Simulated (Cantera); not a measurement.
Input: 1 mol Si2Cl6, 22 mol H2, 0.11 mol Cl2, at 1400 K and 72.0 mbar.

Cantera equilibrium calculation (NASA polynomials, part measured and part estimated; ideal gas, pure solids and liquids). Candidate condensed phases: Si; 19 gas species. The feed counts by its element totals alone. The tables' values for SiCl3 are old estimates; treat these amounts as uncertain. Kinetics and transport are ignored.

Base state: H2 0.829, HCl 0.112, SiCl2 0.0443, SiCl3 0.00725, SiCl4 0.00504, SiHCl3 0.00265, SiH2Cl2 0.000209, H 1.65e-5 (mole fractions); condensed: Si(s).

### Question
What changes in the equilibrium state with this change: temperature from 1400 K to 1450 K?

### Answer
```json
[
 {"species": "H2", "before": "0.829", "after": "0.824"},
 {"species": "HCl", "before": "0.112", "after": "0.116"},
 {"species": "SiCl2", "before": "0.0443", "after": "0.0502"},
 {"species": "SiCl4", "before": "0.00504", "after": "0.00260"},
 {"species": "H", "before": "1.65e-5", "after": "3.20e-5"},
 {"species": "SiHCl3", "before": "0.00265", "after": "0.00159"},
 {"species": "Si(s), mol", "before": "0.523", "after": "0.492"}
]
```

### Question
What changes in the equilibrium state with this change: Si2Cl6 replaced by SiHCl3?

### Answer
```json
[
 {"species": "H2", "before": "0.829", "after": "0.896"},
 {"species": "HCl", "before": "0.112", "after": "0.0789"},
 {"species": "SiCl2", "before": "0.0443", "after": "0.0205"},
 {"species": "SiCl4", "before": "0.00504", "after": "0.00108"},
 {"species": "SiCl3", "before": "0.00725", "after": "0.00228"},
 {"species": "SiHCl3", "before": "0.00265", "after": "0.000867"},
 {"species": "SiH2Cl2", "before": "0.000209", "after": "0.000105"},
 {"species": "Si(s), mol", "before": "0.523", "after": "0.402"}
]
```
